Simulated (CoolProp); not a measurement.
Properties of CH2F2 (R32) at several states (Tc = 351.3 K, pc = 5.783 MPa, ω = 0.277).

Computed with CoolProp (reference Helmholtz-energy equation of state, Tillner-Roth 1997).

```csv
T (K),p (MPa),phase,cp (kJ/(kg K)),cv (kJ/(kg K)),isothermal compressibility (1/MPa),conductivity (mW/(m K)),Prandtl number
422.9,2.62,gas,1.169,(withheld),0.4212,28.8,0.768
306.9,0.605,gas,0.9685,0.7389,(withheld),15.0,0.893
433.6,0.138,gas,1.047,0.8831,7.278,(withheld),0.756
```

Task: What belongs in the gaps?

Result: 
- 422.9, cv (kJ/(kg K)): 0.9095
- 306.9, isothermal compressibility (1/MPa): 1.782
- 433.6, conductivity (mW/(m K)): 26.5

Viscosity comes from a separate model (Bell 2016), an estimate that may be off by 10 % or more. Thermal conductivity comes from a separate model (Huber 2003), an estimate that may be off by 10 % or more.
